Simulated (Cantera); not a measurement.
A Cantera script and what it prints.

```python
import numpy as np
import cantera as ct

gas_names = [...]  # 116 gases of nasa_gas.yaml made of C, H, Mg, O
cond_names = """
    C(gr) C6H6(L) C7H8(L) C8H18(L),n-octa H2O(s) H2O(L) Mg(cr) Mg(L) MgCO3(s) MgO(s) MgO(L) MgO2H2(s)
""".split()


# ... load() reads the species with a 1 bar reference pressure and builds the phases ...
atoms = {
    'Mg(OH)2': {'Mg': 1, 'O': 2, 'H': 2},
    'H2': {'H': 2},
    'CO2': {'C': 1, 'O': 2},
}
top_T = {'C(gr)': 4500}  # K; cautious upper limits of use, not melting points


# ... equilibrate(T, P, feed) seeds the gas with the atoms and calls Mixture.equilibrate('TP', solver="vcs", rtol=1e-11, max_steps=5000) ...
results = []
feed = {'Mg(OH)2': 1, 'H2': 5.3, 'CO2': 0.52}  # mol
T = 650  # K
P = 10000  # Pa
mix = equilibrate(T, P, feed)
results.append((T, P, feed, dict(zip(mix.species_names, mix.species_moles))))
x = sorted(zip(gas.X, gas.species_names), reverse=True)
print(f"T = {T:g} K  P = {P:g} Pa  gas = {mix.phase_moles(0):.4g} mol")
print("   x: " + "  ".join(f"{s} {v:.3e}" for v, s in x if v > 1e-06))
print("   condensed (mol): " + ("  ".join(f"{mix.phase(i).name} {mix.phase_moles(i):.4g}"
      for i in range(1, mix.n_phases) if mix.phase_moles(i) > 1e-12) or "none"))
```

Result:

```
T = 650 K  P = 10000 Pa  gas = 5.811 mol
   x: H2 5.645e-01  H2O 3.460e-01  CH4 8.683e-02  CO2 2.404e-03  CO 2.516e-04
   condensed (mol): MgO(s) 1
```

Method: chemical equilibrium by Gibbs-energy minimisation in Cantera with the NASA 1993 tables (ideal gas, pure condensed phases).
